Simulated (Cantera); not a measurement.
An adiabatic, constant-pressure homogeneous reactor starts with 2.79 % C3H8, 10.0 % O2, 87.2 % N2, equivalence ratio 1.4, at 1425 K and 360 Torr.

Model: GRI-Mech 3.0 (53 species, 325 reactions), integrated in Cantera. GRI-Mech 3.0 was tuned for natural gas; its chemistry of propane as a main component is partial and can be far from experiment.

One state of this run: T (K) = 2300; x C3H8 = <1e-12; x O2 = 9.90e-5; x CH2 = <1e-12; x C2H2 = <1e-12; x CO = 0.0492; x C2H = <1e-12. x: mole fraction; the columns are a selection and need not sum to one.

**Question.** Which value of t (s) does it belong to?
A. 0.191
B. 5.53e-5
C. 0.000243
D. 0.000116

**Answer.** A, 0.191
